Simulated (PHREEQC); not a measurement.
Consider water at 14 °C with 0.0017 mol/kgw HF, 0.018 mol/kgw NH4F, 0.02 mol/kgw (NH4)2SiF6 and 0.11 mol/kgw H2SO4. Closed to the air; pH follows from the charge balance.

Computed with PHREEQC (ion-association model, wateq4f.dat).

Each row changes one thing in this solution. This is a speciation only: nothing precipitates in the calculation.

| case | pH | ionic strength (mol/kgw) | NH4+ (mol/kgw) | HF (mol/kgw) | NH4SO4- (mol/kgw) | H2F2 (mol/kgw) | SI of Quartz (SiO2) |
|---|---|---|---|---|---|---|---|
| as made | 1.01 | 0.223 | 0.0528 | 0.0171 | 0.00518 | 0.00118 | -1.72 |
| HF from 0.0017 to 0.00153 mol/kgw | 1.01 | 0.223 | 0.0528 | 0.0170 | 0.00518 | 0.00116 | -1.70 |
| 0.03 mol/kgw CO2 added | 1.01 | 0.223 | 0.0528 | 0.0171 | 0.00518 | 0.00118 | -1.72 |
| NH4F from 0.018 to 0.0162 mol/kgw | 1.00 | 0.222 | 0.0512 | 0.0157 | 0.00499 | 0.000996 | -1.49 |
| NH4F left out | 0.96 | 0.217 | 0.0366 | 0.00604 | 0.00339 | 0.000147 | +1.07 |

Complexes and solids missing from the database can't appear. Some of these states are supersaturated (in Quartz (slow to form), Chalcedony (slow to form), for instance). Carbamate, which ammonia and carbonate form, is missing from the database. Away from 25 °C the constants follow the database's enthalpies or fits; those with neither stay at their 25 °C values. SiF6-2 is the database's only silicon fluoride.
